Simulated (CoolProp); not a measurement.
Vapour-liquid equilibrium of ethane (1) + hydrogen sulfide (2) at 171 kPa; x and y are mole fractions of (1).

The numbers come from the multi-fluid Helmholtz-energy mixture model, Bücker 2006 and Lemmon 2006; pair parameters Kunz 2012 in CoolProp.

```csv
x,"bubble temperature, mixture model (°C)","bubble temperature, Raoult's law (°C)","y, mixture model","y, Raoult's law"
0.05,-63.2,-51.8,0.504,0.151
0.15,-73.8,-56.2,0.738,0.384
0.25,-76.3,-60.1,0.781,0.551
0.35,-76.9,-63.5,0.791,0.674
0.45,-77.0,-66.5,0.794,0.765
0.55,-77.2,-69.2,0.799,0.834
0.65,-77.5,-71.6,0.811,0.887
0.75,-77.9,-73.7,0.835,0.929
0.85,-78.3,-75.7,0.876,0.962
0.95,-78.4,-77.5,0.947,0.989
```

The largest gap from Raoult's law is -17.6 K in bubble temperature, at x = 0.15. y crosses x between x = 0.85 and 0.95: the model has an azeotrope there.

The pair parameters rest on a limited set of measurements; away from them the model extrapolates. With so large a gap from Raoult's law the liquid may split in two, which this calculation doesn't test in full.
